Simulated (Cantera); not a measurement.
An adiabatic, constant-pressure homogeneous reactor starts with 18.7 % H2, 15.0 % O2, 66.3 % N2, at 1373 K and 3.06 atm.

Computed with Cantera and GRI-Mech 3.0 (53 species, 325 reactions). The hydrogen kinetics of GRI-Mech 3.0 are dated; newer H2 mechanisms differ, most at raised pressure.

One state of this run: T (K) = 2556; x H2 = 0.00369; x O2 = 0.0540; x OH = 0.0128; x O = 0.00252; x H = 0.00111. x: mole fraction; the columns are a selection and need not sum to one.

Question: Which value of t (s) does it belong to?
A. 4.51e-5
B. 0.300
C. 1.50e-5
D. 5.00e-6

Answer: B, 0.300
